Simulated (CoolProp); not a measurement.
Vapour-liquid equilibrium of R134a (1) + R124 (2) at -13.25 °C; x and y are mole fractions of (1).

Computed with CoolProp (multi-fluid Helmholtz-energy mixture model, Tillner-Roth 1994 and de Vries 1995; pair parameters Bell 2016).

| x | bubble pressure, mixture model (kPa) | bubble pressure, Raoult's law (kPa) | y, mixture model | y, Raoult's law |
|---|---|---|---|---|
| 0.05 | 101.4 | 99.98 | 0.098 | 0.088 |
| 0.125 | 109.2 | 106.0 | 0.225 | 0.208 |
| 0.2 | 116.7 | 112.0 | 0.332 | 0.314 |
| 0.275 | 123.7 | 118.0 | [?] | 0.410 |
| 0.35 | 130.4 | 124.0 | 0.504 | 0.497 |
| 0.425 | 136.7 | 130.0 | 0.576 | 0.576 |
| 0.5 | 142.7 | 136.0 | 0.642 | 0.647 |
| 0.575 | 148.4 | 142.1 | [?] | 0.713 |
| 0.65 | 153.8 | 148.1 | 0.758 | 0.773 |
| 0.725 | 159.0 | 154.1 | 0.812 | 0.829 |
| 0.8 | 163.9 | 160.1 | 0.863 | 0.880 |
| 0.875 | 168.7 | 166.1 | 0.914 | 0.928 |
| 0.95 | 173.2 | 172.1 | [?] | 0.972 |

Task: Some entries are withheld; supply them.

Result: 
- 0.275, y, mixture model: 0.424
- 0.575, y, mixture model: 0.702
- 0.95, y, mixture model: 0.965

The largest gap from Raoult's law is +5.2 % in bubble pressure, at x = 0.35. No azeotrope shows between x = 0.05 and 0.95.

The pair parameters rest on a limited set of measurements; away from them the model extrapolates.
